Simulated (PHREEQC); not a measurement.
A solution holds 1.7 mol NaCl and 0.2 mol MgSO4 per kg of water, at 79 °C. Closed to the air; pH follows from the charge balance.

The numbers come from PHREEQC with the Pitzer model, pitzer.dat.

Each row changes one thing in this solution. No solid was allowed to form.

```
case                            MgOH+ (mol/kgw)  HSO4- (mol/kgw)  SI of Halite (NaCl)  SI of Thenardite (Na2SO4)
------------------------------  ---------------  ---------------  -------------------  -------------------------
as made                                 4.85e-6          4.52e-6                -1.54                      -1.54
MgSO4 from 0.2 to 1 mol/kgw             1.84e-5              [?]                -1.47                        [?]
temperature from 79 to 25 °C            4.24e-7          2.72e-7                -1.49                      -1.73
MgSO4 from 0.2 to 0.18 mol/kgw          4.41e-6              [?]                -1.54                      -1.57
temperature from 79 to 35 °C            6.97e-7              [?]                -1.50                      -1.67
diluted 10-fold with water              9.40e-7          1.07e-6                -3.47                        [?]
```

What belongs in the gaps?


- MgSO4 from 0.2 to 1 mol/kgw, HSO4- (mol/kgw): 1.72e-5
- MgSO4 from 0.2 to 1 mol/kgw, SI of Thenardite (Na2SO4): -1.10
- MgSO4 from 0.2 to 0.18 mol/kgw, HSO4- (mol/kgw): 4.11e-6
- temperature from 79 to 35 °C, HSO4- (mol/kgw): 5.01e-7
- diluted 10-fold with water, SI of Thenardite (Na2SO4): -3.76

Complexes and solids missing from the database can't appear. At this temperature some constants are extrapolated from 25 °C, and those without enthalpy data are left unchanged.
